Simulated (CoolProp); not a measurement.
R236EA at 366.44 K and 4.29 MPa is throttled through a valve to 0.894 MPa with no heat exchange. Each further row changes one setting.

Model: reference Helmholtz-energy equation of state, Rui 2013, in CoolProp.

```tsv
case	temperature change (K)	final phase	final density (kg/m³)
as stated	…	…	…
outlet pressure 0.268 MPa	-60.5	two-phase, vapour fraction 0.532	32.6
outlet pressure 1.16 MPa	…	two-phase, vapour fraction 0.077	566
```

### Question
Complete the blanks.

### Answer

- as stated, temperature change (K): -18.0
- as stated, final phase: two-phase, vapour fraction 0.196
- as stated, final density (kg/m³): 251
- outlet pressure 1.16 MPa, temperature change (K): -7.1
